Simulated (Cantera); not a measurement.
Cantera with NASA thermochemical tables; ideal gases at 1 bar, condensed phases pure. Values are per mole of reaction as written; species without (g) are pure solids or liquids, kept so even where they would boil at 1 bar. TaC: taken at fixed stoichiometry.

### Question
Between 2500 and 2800 K, where is each reaction favourable under standard conditions?
- 3 TaC + 2 O3(g) → 3 C + 3 TaO2(g)

### Answer
- 3 TaC + 2 O3(g) → 3 C + 3 TaO2(g): ΔG° is -977 kJ at 2500 K and -1025 kJ at 2800 K; it stays negative (K > 1). ΔH° is -592 kJ and ΔS° 154 J/K at 2800 K.
